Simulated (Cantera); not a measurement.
Input (Python, Cantera) and output of one run.

```python
import numpy as np
import cantera as ct

gas_names = """
    C CN CO CO2 C2 CCN CNC C2N2 C2O C3 C3O2 C4 C4N2 C5 N NCO NO NO2 NO3 N2 N2O O O2 O3 Si SiC SiC2 SiN
    SiO SiO2 Si2 Si2C Si2N Si3
""".split()
cond_names = """
    C(gr) Si(cr) Si(L) SiC(b) SiO2(Lqz) SiO2(hqz) SiO2(L) Si2N2O(s) Si3N4(a)
""".split()


# ... load() reads the species with a 1 bar reference pressure and builds the phases ...
atoms = {
    'Si': {'Si': 1},
    'CO2': {'C': 1, 'O': 2},
    'N2': {'N': 2},
}
top_T = {'C(gr)': 4500, 'SiC(b)': 3050, 'Si2N2O(s)': 2100, 'Si3N4(a)': 2400}  # K; cautious upper limits of use, not melting points


# ... equilibrate(T, P, feed) seeds the gas with the atoms and calls Mixture.equilibrate('TP', solver="vcs", rtol=1e-11, max_steps=5000) ...
results = []
feed = {'Si': 1, 'CO2': 0.15, 'N2': 2.1}  # mol
T = 1700  # K
P = 1.3  # Pa
mix = equilibrate(T, P, feed)
results.append((T, P, feed, dict(zip(mix.species_names, mix.species_moles))))
x = sorted(zip(gas.X, gas.species_names), reverse=True)
print(f"T = {T:g} K  P = {P:g} Pa  gas = {mix.phase_moles(0):.4g} mol")
print("   x: " + "  ".join(f"{s} {v:.3e}" for v, s in x if v > 0.001))
print("   condensed (mol): " + ("  ".join(f"{mix.phase(i).name} {mix.phase_moles(i):.4g}"
      for i in range(1, mix.n_phases) if mix.phase_moles(i) > 1e-12) or "none"))
```

Output:

```
T = 1700 K  P = 1.3 Pa  gas = 2.534 mol
   x: N2 8.285e-01  SiO 1.123e-01  Si 5.220e-02  CO 6.039e-03
   condensed (mol): Si(L) 0.4447  SiC(b) 0.1339
```

Equilibrium computed with Cantera from the NASA thermochemical tables; the gas is ideal and each condensed phase is pure. Mutual solubility and eutectic melting of coexisting phases are not modelled. The tables' values for SiN are old estimates; treat these amounts as uncertain.
